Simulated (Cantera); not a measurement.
An isothermal, constant-pressure homogeneous reactor starts with H2 : O2 : N2 = 4 : 1 : 17 (molar parts), equivalence ratio 2.0, at 948 K and 90.0 Torr.

Cantera simulation using the H2/O2 subset of GRI-Mech 3.0, which has no nitrogen chemistry; the numbers are that mechanism's predictions, not measurements. Radical loss at walls, strong at low pressure, is not modelled. Below about 950 K walls govern HO2 and H2O2 in real vessels. The temperature is held fixed by assumption; the heat of reaction is taken as removed at once.

x: mole fraction; the columns are a selection and need not sum to one.

| t (s) | x H2 | x O2 | x HO2 | x H | x H2O |
|---|---|---|---|---|---|
| 0.000300 | 0.182 | 0.0455 | 5.39e-11 | 7.64e-11 | 3.73e-11 |
| 0.000563 | 0.182 | 0.0455 | 1.19e-10 | 2.48e-10 | 1.98e-10 |
| 0.00106 | 0.182 | 0.0455 | 4.06e-10 | 1.50e-9 | 1.64e-9 |
| 0.00198 | 0.182 | 0.0455 | … | 3.54e-8 | 4.29e-8 |
| 0.00371 | 0.182 | 0.0454 | … | 1.29e-5 | 1.63e-5 |
| 0.00696 | 0.0833 | 0.00504 | … | 0.0404 | 0.0819 |
| 0.0131 | 0.0883 | 3.41e-6 | 6.42e-10 | 0.0128 | 0.0946 |
| 0.0245 | 0.0924 | 3.60e-7 | 6.85e-11 | 0.00526 | 0.0950 |
| 0.0459 | 0.0939 | 7.60e-8 | 1.47e-11 | 0.00250 | 0.0951 |
| 0.0862 | 0.0946 | 1.88e-8 | 3.75e-12 | 0.00126 | 0.0952 |
| 0.162 | 0.0949 | 5.02e-9 | 1.05e-12 | 0.000651 | 0.0952 |
| 0.303 | 0.0951 | 1.39e-9 | <1e-12 | 0.000342 | 0.0952 |
| 0.569 | 0.0951 | 3.98e-10 | <1e-12 | 0.000181 | 0.0952 |
| 1.07 | 0.0952 | 1.17e-10 | <1e-12 | 9.59e-5 | 0.0952 |
| 2.00 | 0.0952 | 3.58e-11 | <1e-12 | 5.10e-5 | 0.0952 |

Problem. Some entries are withheld; supply them.

Solution. 
- 0.00198, x HO2: 6.49e-9
- 0.00371, x HO2: 1.76e-6
- 0.00696, x HO2: 8.84e-7
